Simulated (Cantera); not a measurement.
# Adiabatic ignition

An adiabatic, constant-pressure homogeneous reactor starts with CH₃OH : O₂ : N₂ = 1 : 2.59 : 11.1 (molar parts), equivalence ratio 0.58, at 1273 K and 10.0 bar.

Detailed kinetics in Cantera: GRI-Mech 3.0 (53 species, 325 reactions). GRI-Mech 3.0 was tuned for natural gas; its chemistry of methanol as a main component is partial and can be far from experiment.

```json
[
 {"t (s)": "2.00e-6", "T (K)": "1273", "x CH₃OH": "0.0681", "x O₂": "0.176", "x CH₂O": "3.29e-7", "x HO₂": "2.45e-7", "x C₂H₂": "<1e-12"},
 {"t (s)": "7.35e-6", "T (K)": "1273", "x CH₃OH": "0.0681", "x O₂": "0.176", "x CH₂O": "1.37e-6", "x HO₂": "1.02e-6", "x C₂H₂": "<1e-12"},
 {"t (s)": "2.70e-5", "T (K)": "1273", "x CH₃OH": "0.0681", "x O₂": "0.176", "x CH₂O": "5.69e-6", "x HO₂": "4.09e-6", "x C₂H₂": "<1e-12"},
 {"t (s)": "9.93e-5", "T (K)": "1273", "x CH₃OH": "0.0680", "x O₂": "0.176", "x CH₂O": "2.93e-5", "x HO₂": "1.51e-5", "x C₂H₂": "<1e-12"},
 {"t (s)": "0.000365", "T (K)": "1274", "x CH₃OH": "0.0672", "x O₂": "0.176", "x CH₂O": "0.000780", "x HO₂": "9.61e-5", "x C₂H₂": "<1e-12"},
 {"t (s)": "0.00134", "T (K)": "2370", "x CH₃OH": "<1e-12", "x O₂": "0.0708", "x CH₂O": "2.59e-12", "x HO₂": "8.94e-6", "x C₂H₂": "<1e-12"},
 {"t (s)": "0.00493", "T (K)": "2366", "x CH₃OH": "<1e-12", "x O₂": "0.0698", "x CH₂O": "2.51e-12", "x HO₂": "8.74e-6", "x C₂H₂": "<1e-12"},
 {"t (s)": "0.0181", "T (K)": "2358", "x CH₃OH": "<1e-12", "x O₂": "0.0676", "x CH₂O": "2.36e-12", "x HO₂": "8.33e-6", "x C₂H₂": "<1e-12"},
 {"t (s)": "0.0666", "T (K)": "2353", "x CH₃OH": "<1e-12", "x O₂": "0.0664", "x CH₂O": "2.27e-12", "x HO₂": "8.11e-6", "x C₂H₂": "<1e-12"},
 {"t (s)": "0.245", "T (K)": "2353", "x CH₃OH": "<1e-12", "x O₂": "0.0664", "x CH₂O": "2.27e-12", "x HO₂": "8.10e-6", "x C₂H₂": "<1e-12"},
 {"t (s)": "0.900", "T (K)": "2353", "x CH₃OH": "<1e-12", "x O₂": "0.0664", "x CH₂O": "2.27e-12", "x HO₂": "8.10e-6", "x C₂H₂": "<1e-12"}
]
```
x: mole fraction; the columns are a selection and need not sum to one.

```yaml
time_of_steepest_temperature_rise: 0.560 ms
temperature at 0.900 s: 2353 K
equilibrium_temperature: 2353 K
x(CH₃OH) at 0.900 s: <1e-12 (gas-phase equilibrium <1e-12)
x(O₂) at 0.900 s: 0.0664 (gas-phase equilibrium 0.0664)
x(CH₂O) at 0.900 s: 2.27e-12 (gas-phase equilibrium 2.27e-12)
```
